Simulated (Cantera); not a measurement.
## Transport properties of process gases

Gas mixture: 4.00 % N2, 33.5 % C2H6, 39.5 % NH3, 23.0 % C2H2, at 1.00 atm, frozen composition.

Cantera's kinetic-theory transport with the Lennard-Jones parameters of GRI-Mech 3.0, ideal gas; thermal conductivity in the multicomponent form. Polar gases are described roughly by these parameters. The composition is frozen, though it would react at the higher temperatures.

```csv
T (K),ρ (kg/m³),cp (J/kg/K),μ (µPa s),λ (mW/m/K),Pr,D (cm²/s) CH4,D (cm²/s) CO2,D (cm²/s) C2H2
400,0.728,2084,13.5,38.6,0.731,0.319,0.225,0.243
550,0.530,2488,18.0,60.7,0.737,0.569,0.408,0.439
700,0.416,2831,22.0,84.1,0.742,0.872,0.633,0.680
850,0.343,3108,25.8,107,0.745,1.22,0.894,0.959
1000,0.291,3360,29.2,131,0.747,1.62,1.19,1.27
1150,0.253,3565,32.4,155,0.748,2.05,1.51,1.62
1300,0.224,3739,35.5,177,0.749,2.52,1.87,2.00
```
D: mixture-averaged diffusion coefficient of that species in the mixture.
